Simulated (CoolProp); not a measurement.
Saturation properties of nitrogen.

Model: reference Helmholtz-energy equation of state, Span 2000, in CoolProp.

```tsv
T (K)	p (MPa)	surface tension (mN/m)	vapour viscosity (µPa s)
90.7	0.3825	5.97	6.54
93.3	0.4733	5.43	6.78
95.8	0.5744	4.92	7.01
98.3	0.6904	4.42	7.26
100.8	0.8223	3.93	7.51
103.3	0.9714	3.45	7.78
105.9	1.146	2.97	8.09
108.4	1.334	2.52	8.41
110.9	1.544	2.09	8.76
113.4	1.776	1.67	9.15
116	2.043	1.26	9.64
118.5	2.327	0.888	10.2
121	2.639	0.544	11.0
```

It boils at 77.4 K under 1 atm.

Viscosity comes from a separate model (Lemmon 2004). Surface tension comes from a separate correlation (Mulero 2012).
